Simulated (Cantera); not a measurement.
Charge: 1 mol Zr, 8.9 mol NH3, 4.8 mol N2, equilibrated at 1400 °C and 1.20 mbar.

Equilibrium computed with Cantera from the NASA thermochemical tables; the gas is ideal and each condensed phase is pure. Candidate condensed phases: Zr, ZrN; 11 gas species. ZrN: taken at fixed stoichiometry. Rates play no part.

Base state: H2 0.602, N2 0.395, H 0.00255 (mole fractions); condensed: ZrN(s).

What changes in the equilibrium state with this change: NH3 from 8.9 to 0.13 mol?


| species | before | after |
|---|---|---|
| N2 | 0.395 | 0.957 |
| H2 | 0.602 | 0.0424 |
| H | 0.00255 | 0.000677 |
| ZrN(s), mol | 1.00 | 1.00 |

What changes in the equilibrium state with this change: temperature from 1400 °C to 1250 °C?


```csv
species,before,after
H2,0.602,0.604
N2,0.395,0.396
H,0.00255,0.000518
"ZrN(s), mol",1.00,1.00
```
